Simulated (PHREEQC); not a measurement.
0.11 g of hydrous ferric oxide (600 m²/g; 0.2 weak and 0.005 strong sites per Fe, Dzombak-Morel constants, diffuse double layer) in 1 kg of water with 0.001 mol/kgw of an inert sodium salt, at 25 °C; the pH is set by adding NaOH or the inert anion's acid. Oxygen is held at 0.21 atm. The system is closed to CO2. No solid was allowed to form.

Computed with PHREEQC (ion-association model, wateq4f.dat).

| pH | surface charge σ (C/m²) | surface potential ψ (mV) |
|---|---|---|
| 4 | 0.118 | 210 |
| 4.5 | 0.078 | 191 |
| 5 | 0.050 | 169 |
| 5.5 | 0.031 | 145 |
| 6 | 0.019 | 119 |
| 6.5 | 0.011 | 92 |
| 7 | 0.006 | 64 |
| 7.5 | 0.003 | 35 |
| 8 | 0.000 | 6 |
| 8.5 | -0.002 | -23 |
| 9 | -0.004 | -51 |
| 9.5 | -0.009 | -80 |
| 10 | -0.015 | -107 |
| 10.5 | -0.028 | -133 |
| 11 | -0.054 | -155 |
| 11.5 | -0.107 | -170 |
| 12 | -0.200 | -176 |

Species that the database lacks are ignored.
